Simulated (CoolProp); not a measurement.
Cyclohexane at 293.15 K and 0.00851 MPa is compressed adiabatically to 0.0681 MPa with isentropic efficiency 0.8. Each further row changes one setting.

The numbers come from the reference Helmholtz-energy equation of state, Zhou 2014 in CoolProp.

```
case             work (kJ/kg)  final temperature (K)  final density (kg/m³)
---------------  ------------  ---------------------  ---------------------
as stated                 ___                  352.6                    ___
efficiency 1             64.3                  342.2                    ___
efficiency 0.65          99.0                  364.3                   1.94
```

Problem. Some entries are withheld; supply them.

Solution. 
- as stated, work (kJ/kg): 80.4
- as stated, final density (kg/m³): 2.01
- efficiency 1, final density (kg/m³): 2.07
